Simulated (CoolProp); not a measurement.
The numbers come from the reference Helmholtz-energy equation of state, Lemmon 2013 in CoolProp.

Problem. Give the vapour pressure (bar), liquid density (kg/m³), vapour density (kg/m³), liquid cp (kJ/(kg K)) of saturated propylene at 269.7, 285.4 K.

Solution. 
| T (K) | p (bar) | liquid density (kg/m³) | vapour density (kg/m³) | liquid cp (kJ/(kg K)) |
|---|---|---|---|---|
| 269.7 | 5.26 | 551 | 11.1 | 2.42 |
| 285.4 | 8.28 | 527 | 17.4 | 2.54 |
